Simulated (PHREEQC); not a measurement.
Synthetic water in mg/L, 25 °C, pH 6.25, pe -1.3:

```csv
constituent,mg/L
Na,202
K,28.4
Ca,184
Mg,13.2
Cl,91.4
S(6) as SO4,600
Alkalinity as HCO3,316
B,2.98
Mn(2),1.19
Si as SiO2,4.07
Fe(2),15.5
```

Na is adjusted to close the charge balance.
Valence states are taken as typed.

Equilibrium calculation in PHREEQC: ion-association model, phreeqc.dat.

No solid was allowed to form.

Task: Order these Mg species by the share of Mg that they hold, largest first: Mg+2, MgSO4, MgHCO3+.

Result: Mg+2 (72 %), MgSO4 (26 %), MgHCO3+ (2.4 %)

The pH is 6.25 and the ionic strength 0.0268 mol/kgw. The solution is supersaturated, for example in Siderite, so a real one may precipitate; this is no full list. Species that the database lacks are ignored.
